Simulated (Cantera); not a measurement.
A closed system holds: 1 mol BN, a varied amount of HF, 6 mol N2, equilibrated at 1623 K and 1.33 mbar.

Cantera equilibrium calculation (NASA polynomials, part measured and part estimated; ideal gas, pure solids and liquids). Candidate condensed phases: B, BN; 31 gas species. The tables' values for BF2 are old estimates; treat these amounts as uncertain. Kinetics and transport are ignored.

x: gas mole fraction; n: condensed amount in mol.

```tsv
n(HF) (mol)	x N2	x HF	x H2	x BF3	x BF2	x BF	n BN(s)
2.3	0.762	0.0169	0.128	0.0762	0.0119	0.00333	0.226
3.6	0.675	0.0675	0.153	0.0990	0.00421	0.000323	0
4.9	0.596	0.176	0.136	0.0901	0.00139	3.87e-5	0
6.2	(withheld)	(withheld)	(withheld)	(withheld)	0.000792	(withheld)	0
7.5	0.481	0.334	0.110	0.0734	0.000538	7.09e-6	0
8.8	0.439	0.392	0.101	0.0671	0.000400	4.28e-6	0
10	0.406	0.438	0.0932	0.0621	0.000319	(withheld)	0
11	0.382	0.471	0.0878	0.0585	0.000271	2.26e-6	0
13	0.342	0.526	0.0785	0.0524	0.000205	1.45e-6	0
14	0.325	0.550	0.0746	0.0498	0.000182	1.20e-6	0
```

**Question.** Fill in the missing entries.

**Answer.** 
- 10, x BF: 2.95e-6
- 6.2, x N2: 0.532
- 6.2, x HF: 0.263
- 6.2, x H2: 0.122
- 6.2, x BF3: 0.0810
- 6.2, x BF: 1.39e-5
